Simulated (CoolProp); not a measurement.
Values from CoolProp's reference Helmholtz-energy equation of state, Bücker 2006.

### Question
For isobutane, give the phase and the density (kg/m³), cv (kJ/(kg K)), expansivity (1/kK), Prandtl number at 349.5 K and 2.42 MPa; 349.5 K and 15.7 MPa.

### Answer
- 349.5 K and 2.42 MPa: liquid; density 482, cv 1.90, expansivity 3.56, Prandtl number 3.53
- 349.5 K and 15.7 MPa: liquid; density 524, cv 1.91, expansivity 2.06, Prandtl number 3.71

Viscosity comes from a separate model (Vogel 2000). Thermal conductivity comes from a separate model (Perkins 2002).
